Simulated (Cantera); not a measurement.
Feed: 1 mol N2O, 0.0099 mol SO2, 0.41 mol H2O, equilibrated at 7.50 Torr.

These are equilibrium values from Cantera (NASA tables, ideal gas, pure condensed phases), not measurements of a reactor. Candidate condensed phases: H2O, H2SO4, S; 35 gas species. The numbers say what is thermodynamically allowed, not how fast it happens. All values below are at 2250 K.

Base state: N2 0.503, O2 0.237, H2O 0.186, OH 0.0270, O 0.0180, NO 0.0120, H2 0.00593, H 0.00572 (mole fractions); condensed: gas only.

Problem. What changes in the equilibrium state with this change: H2O from 0.41 to 2.7 mol?

Solution. 
| species | before | after |
|---|---|---|
| H2O | 0.186 | 0.565 |
| N2 | 0.503 | 0.226 |
| O2 | 0.237 | 0.112 |
| H2 | 0.00593 | 0.0262 |
| NO | 0.0120 | 0.00551 |
| H | 0.00572 | 0.0120 |
| O | 0.0180 | 0.0123 |
| OH | 0.0270 | 0.0390 |
| SO2 | 0.00492 | 0.00219 |
| SO | 0.000112 | 7.28e-5 |
